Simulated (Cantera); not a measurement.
A jet of 1.58 % CH4, 9.05 % O2, 89.4 % N2 at 300 K and 13000 Pa hits a platinum plate 3.8 cm away at a mass flux of 0.022 kg/m²/s; the plate temperature is set and raised in steps from an oxygen-covered start.

Computed with Cantera and Deutschmann's 1995 Pt surface mechanism with GRI-Mech 3.0 gas chemistry. Catalytic surfaces can have several steady states; this one follows from the mechanism file's or the stated starting coverage.

x: mole fraction at the wall; θ: surface coverage.

```json
[
 {"plate T (K)": "850", "wall x CH4": "0.0109", "wall x O2": "0.0801", "wall x H2O": "0.00918", "wall x OH": "<1e-8", "wall x CO": "2.94e-6", "wall x CO2": "0.00598", "θ free Pt": "0.138", "θ O*": "0.861", "θ OH*": "0.000992"},
 {"plate T (K)": "900", "wall x CH4": "0.00782", "wall x O2": "0.0735", "wall x H2O": "0.0149", "wall x OH": "2.16e-8", "wall x CO": "3.00e-6", "wall x CO2": "0.00976", "θ free Pt": "0.201", "θ O*": "0.798", "θ OH*": "0.00117"},
 {"plate T (K)": "950", "wall x CH4": "0.00539", "wall x O2": "0.0684", "wall x H2O": "0.0194", "wall x OH": "6.52e-8", "wall x CO": "2.85e-6", "wall x CO2": "0.0127", "θ free Pt": "0.269", "θ O*": "0.729", "θ OH*": "0.00121"},
 {"plate T (K)": "1000", "wall x CH4": "0.00378", "wall x O2": "0.0650", "wall x H2O": "0.0224", "wall x OH": "1.73e-7", "wall x CO": "2.71e-6", "wall x CO2": "0.0146", "θ free Pt": "0.339", "θ O*": "0.660", "θ OH*": "0.00115"},
 {"plate T (K)": "1050", "wall x CH4": "…", "wall x O2": "0.0628", "wall x H2O": "0.0242", "wall x OH": "…", "wall x CO": "2.63e-6", "wall x CO2": "0.0159", "θ free Pt": "…", "θ O*": "…", "θ OH*": "…"},
 {"plate T (K)": "1100", "wall x CH4": "0.00210", "wall x O2": "0.0615", "wall x H2O": "0.0253", "wall x OH": "8.77e-7", "wall x CO": "2.63e-6", "wall x CO2": "0.0166", "θ free Pt": "0.476", "θ O*": "0.523", "θ OH*": "0.000938"},
 {"plate T (K)": "1150", "wall x CH4": "0.00167", "wall x O2": "0.0606", "wall x H2O": "0.0261", "wall x OH": "1.74e-6", "wall x CO": "2.73e-6", "wall x CO2": "0.0171", "θ free Pt": "0.540", "θ O*": "0.459", "θ OH*": "0.000825"},
 {"plate T (K)": "1200", "wall x CH4": "…", "wall x O2": "0.0601", "wall x H2O": "0.0265", "wall x OH": "…", "wall x CO": "…", "wall x CO2": "0.0173", "θ free Pt": "…", "θ O*": "…", "θ OH*": "…"}
]
```

What belongs in the gaps?


- 1050, wall x CH4: 0.00276
- 1050, wall x OH: 4.08e-7
- 1050, θ free Pt: 0.408
- 1050, θ O*: 0.590
- 1050, θ OH*: 0.00105
- 1200, wall x CH4: 0.00135
- 1200, wall x OH: 3.24e-6
- 1200, wall x CO: 2.96e-6
- 1200, θ free Pt: 0.600
- 1200, θ O*: 0.399
- 1200, θ OH*: 0.000718
